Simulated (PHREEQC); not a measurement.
Consider water at 70 °C with 0.29 mol Pb(NO3)2, 0.00021 mol CaCl2, 0.02 mol H2SO4 and 0.035 mol Na2SO4 per kg of water. Closed to the air; pH follows from the charge balance.

Model: ion-association model, wateq4f.dat, run in PHREEQC.

No solid was allowed to form.

**Question.** Order these Pb species by the share of Pb that they hold, largest first: PbSO4, PbNO3+, PbCl+, Pb(SO4)2-2, Pb+2.

**Answer.** PbNO3+ (52 %), Pb+2 (39 %), PbSO4 (9.0 %), Pb(SO4)2-2 (0.36 %), PbCl+ (0.11 %)

The pH is 1.74 and the ionic strength 0.592 mol/kgw. Examples of supersaturated solids here: Anglesite. Others may be too. At this temperature some constants are extrapolated from 25 °C, and those without enthalpy data are left unchanged.
